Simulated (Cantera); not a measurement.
## Boron, boron nitride and boron oxide: B + H2O + N2

Input: 1 mol B, a varied amount of H2O, 0.35 mol N2, equilibrated at 1.00 bar.

Equilibrium computed with Cantera from the NASA thermochemical tables; the gas is ideal and each condensed phase is pure. Candidate condensed phases: B, BN, B2O3, B3O3H3, H2O; 39 gas species. Mutual solubility and eutectic melting of coexisting phases are not modelled. Gases not in the tables: H3BO3. Equilibrium is a limit: real reactors are often held back by kinetics, nucleation or transport.

**Question.** Map the stable condensed phases over T = 1302, 1352, 1402, 1452, 1502, 1552, 1602, 1652, 1702, 1752, 1802 °C and n(H2O) in mol = 0.27, 0.39, 0.56, 0.81, 1.2, 1.7, 2.4, 3.5.

**Answer.** 
```
T in °C \ n(H2O) in mol
         0.27 0.39 0.56 0.81  1.2  1.7  2.4  3.5
   1802     A    B    B    B    B    C    D    D
   1752     E    B    B    B    B    C    D    D
   1702     E    B    B    B    B    C    C    D
   1652     E    E    B    B    B    C    C    D
   1602     E    E    B    B    B    C    C    C
   1552     E    E    B    B    B    C    C    C
   1502     E    E    B    B    B    C    C    C
   1452     E    E    B    B    B    C    C    C
   1402     E    E    B    B    B    C    C    C
   1352     E    E    B    B    B    C    C    C
   1302     E    E    B    B    B    C    C    C
```
A: B + BN; B: BN + B2O3; C: B2O3; D: gas only; E: B + BN + B2O3.
